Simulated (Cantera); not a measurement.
Charge: 1 mol MgF₂, 0.17 mol H₂O, 4.9 mol H₂, equilibrated at 22.0 Pa.

Method: chemical equilibrium by Gibbs-energy minimisation in Cantera with the NASA 1993 tables (ideal gas, pure condensed phases). Candidate condensed phases: H₂O, Mg, MgF₂, MgO, Mg(OH)₂; 31 gas species. Mutual solubility and eutectic melting of coexisting phases are not modelled. Rates play no part.

Question: At 1373 K, list the 5 most abundant gas species with their mole fractions, and the condensed phases.

Answer: H₂ 0.914, HF 0.0673, MgF₂ 0.0159, Mg 0.00171, MgF 0.000395. Condensed: MgF₂(s) + MgO(s).
